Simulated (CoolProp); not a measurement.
Saturated liquid density (kg/m³) of oxygen: the reference equation beside estimates from Tc = 154.6 K, pc = 5.046 MPa, ω = 0.022. Rackett uses Z = 0.29056 − 0.08775 ω.

The numbers come from the reference Helmholtz-energy equation of state, Schmidt 1985 in CoolProp.

```tsv
T (K)	reference	Rackett	van der Waals	Soave-Redlich-Kwong	Peng-Robinson
86.1	1161	___	796.4	1162	1311
91.6	1134	1139	778.3	1133	1279
97.2	1106	1110	758.9	___	___
102.7	1076	1081	738.6	1067	1207
108.3	1045	1050	716.7	1030	1166
113.8	1013	1018	693.7	990.7	1122
119.4	977.8	982.6	668.3	___	1073
124.9	940.4	___	641.2	899.7	___
130.5	898.5	903.8	___	846.1	958.2
136.1	851.1	857.0	576.2	785.4	888.0
141.6	796.1	803.1	536.6	___	806.9
```

Question: Fill in the missing entries.

Answer: 
- 86.1, Rackett: 1165
- 97.2, Soave-Redlich-Kwong: 1101
- 97.2, Peng-Robinson: 1244
- 119.4, Soave-Redlich-Kwong: 946.9
- 124.9, Rackett: 945.4
- 124.9, Peng-Robinson: 1019
- 130.5, van der Waals: 610.7
- 141.6, Soave-Redlich-Kwong: 715.7

Absolute difference from the reference over all 11 rows, mean and median: Rackett 0.5 and 0.5 %, van der Waals 31.7 and 31.5 %, Soave-Redlich-Kwong 3.3 and 2.2 %, Peng-Robinson 9.4 and 10.8 %.
